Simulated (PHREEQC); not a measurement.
Solution (25 °C): 0.18 mol H2SO4, 0.012 mol Al2(SO4)3 and 9.5e-05 mol MnSO4 per kg of water. Closed to the air; pH follows from the charge balance.

Computed with PHREEQC (ion-association model, wateq4f.dat).

Each row changes one thing in this solution. This is a speciation only: nothing precipitates in the calculation.

```json
[
 {"case": "as made", "pH": "0.81", "ionic strength (mol/kgw)": "0.267", "HSO4- (mol/kgw)": "0.163", "SO4-2 (mol/kgw)": "0.0293", "AlSO4+ (mol/kgw)": "0.0157", "Al+3 (mol/kgw)": "0.00397", "SI of Gibbsite (Al(OH)3)": "-9.03", "SI of Boehmite (AlOOH)": "-9.50"},
 {"case": "H2SO4 from 0.18 to 0.162 mol/kgw", "pH": "0.85", "ionic strength (mol/kgw)": "0.247", "HSO4- (mol/kgw)": "0.146", "SO4-2 (mol/kgw)": "0.0283", "AlSO4+ (mol/kgw)": "0.0158", "Al+3 (mol/kgw)": "0.00392", "SI of Gibbsite (Al(OH)3)": "-8.89", "SI of Boehmite (AlOOH)": "-9.36"},
 {"case": "0.0022 mol/kgw NaCl added", "pH": "0.81", "ionic strength (mol/kgw)": "0.270", "HSO4- (mol/kgw)": "0.163", "SO4-2 (mol/kgw)": "0.0293", "AlSO4+ (mol/kgw)": "0.0157", "Al+3 (mol/kgw)": "0.00399", "SI of Gibbsite (Al(OH)3)": "-9.03", "SI of Boehmite (AlOOH)": "-9.50"},
 {"case": "MnSO4 replaced by Li2SO4 at the same molality", "pH": "0.81", "ionic strength (mol/kgw)": "0.267", "HSO4- (mol/kgw)": "0.163", "SO4-2 (mol/kgw)": "0.0293", "AlSO4+ (mol/kgw)": "0.0157", "Al+3 (mol/kgw)": "0.00397", "SI of Gibbsite (Al(OH)3)": "-9.03", "SI of Boehmite (AlOOH)": "-9.50"},
 {"case": "temperature from 25 to 30 °C", "pH": "0.82", "ionic strength (mol/kgw)": "0.263", "HSO4- (mol/kgw)": "0.166", "SO4-2 (mol/kgw)": "0.0271", "AlSO4+ (mol/kgw)": "0.0158", "Al+3 (mol/kgw)": "0.00410", "SI of Gibbsite (Al(OH)3)": "-8.72", "SI of Boehmite (AlOOH)": "-9.13"},
 {"case": "MnSO4 replaced by (NH4)2SO4 at the same molality", "pH": "0.81", "ionic strength (mol/kgw)": "0.267", "HSO4- (mol/kgw)": "0.163", "SO4-2 (mol/kgw)": "0.0293", "AlSO4+ (mol/kgw)": "0.0157", "Al+3 (mol/kgw)": "0.00397", "SI of Gibbsite (Al(OH)3)": "-9.03", "SI of Boehmite (AlOOH)": "-9.50"},
 {"case": "diluted 2-fold with water", "pH": "1.07", "ionic strength (mol/kgw)": "0.146", "HSO4- (mol/kgw)": "0.0752", "SO4-2 (mol/kgw)": "0.0209", "AlSO4+ (mol/kgw)": "0.00820", "Al+3 (mol/kgw)": "0.00189", "SI of Gibbsite (Al(OH)3)": "-8.45", "SI of Boehmite (AlOOH)": "-8.92"}
]
```

Species that the database lacks are ignored.
